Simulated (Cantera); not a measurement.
Ignition delay

Mixture: CO : H2 : CH4 : O2 : N2 : H2O = 1 : 1.3 : 0.1 : 0.964 : 3.63 : 0.63 (molar parts), equivalence ratio 1.4, at 3750 Torr, adiabatic and at constant volume. Ignition delay is the time to a rise of 400 K.

Computed with Cantera and GRI-Mech 3.0 (53 species, 325 reactions). Where the delays flatten at high temperature, the 400 K rule measures the pace of heat release, not the induction time.

```tsv
T0 (K)	delay (ms)
1125	0.356
1225	0.0447
1325	0.0134
1425	0.00682
1525	0.00431
1625	0.00303
1725	0.00228
1825	0.00180
1925	0.00149
```
